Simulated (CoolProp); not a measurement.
Vapour-liquid equilibrium of isopentane (1) + toluene (2) at 84.9 kPa; x and y are mole fractions of (1).

Model: multi-fluid Helmholtz-energy mixture model, Lemmon 2006 and Lemmon 2006; pair parameters Bell 2016, in CoolProp.

```csv
x,"bubble temperature, mixture model (°C)","bubble temperature, Raoult's law (°C)","y, mixture model","y, Raoult's law"
0.05,89.4,91.8,[?],0.355
0.125,72.0,77.5,0.689,0.633
0.2,[?],66.8,0.819,0.773
0.275,51.2,58.6,0.883,0.850
0.35,45.0,52.0,0.918,0.898
0.425,40.3,46.5,0.940,0.928
0.5,36.8,42.0,0.954,0.949
0.575,34.0,38.0,0.964,0.964
0.65,31.6,34.6,0.971,0.975
0.725,29.6,31.6,0.978,0.983
0.8,27.8,28.9,0.984,0.989
0.875,25.9,26.4,0.989,0.994
0.95,24.1,24.2,[?],0.998
```

Task: What belongs in the gaps?

Result: 
- 0.05, y, mixture model: 0.396
- 0.2, bubble temperature, mixture model (°C): 59.8
- 0.95, y, mixture model: 0.995

The largest gap from Raoult's law is -7.4 K in bubble temperature, at x = 0.275. No azeotrope shows between x = 0.05 and 0.95.

The pair parameters rest on a limited set of measurements; away from them the model extrapolates.
